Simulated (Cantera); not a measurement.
A freely propagating, adiabatic, planar premixed flame of H2 : O2 : N2 : H2O = 1 : 0.333 : 1.63 : 0.0053 (molar parts), unburnt at 500 K and 4950 Torr; mixture-averaged transport, grid criteria slope 0.08 and curve 0.16, no radiation.

Model: the H2/O2 subset of GRI-Mech 3.0, which has no nitrogen chemistry, integrated in Cantera. The hydrogen kinetics of GRI-Mech 3.0 are dated; newer H2 mechanisms differ, most at raised pressure. Burning velocities carry a grid error of a few per cent, more on coarse grids.

Problem. Predict: laminar burning velocity; thermal thickness; peak x(H); peak x(HO2); peak x(H2O2).

Solution. 
```
Quantity                     Result
------------------------  ---------
laminar burning velocity   469 cm/s
thermal thickness         0.0387 mm
peak x(H)                    0.0328
peak x(HO2)                 0.00104
peak x(H2O2)                9.76e-5
```
